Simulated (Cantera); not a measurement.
A closed system holds: 1 mol C2F6, 2 mol F2, a varied amount of H2, equilibrated at 2925 °C and 0.00380 bar.

These are equilibrium values from Cantera (NASA tables, ideal gas, pure condensed phases), not measurements of a reactor. Candidate condensed phases: C, C6H6, C7H8, C8H18; 95 gas species. The feed counts by its element totals alone. The numbers say what is thermodynamically allowed, not how fast it happens.

Q: At 0.91 mol H2, list the 4 most abundant gas species with their mole fractions, and the condensed phases.

A: F 0.723, HF 0.132, CF 0.0450, H 0.0325. Condensed: gas only.
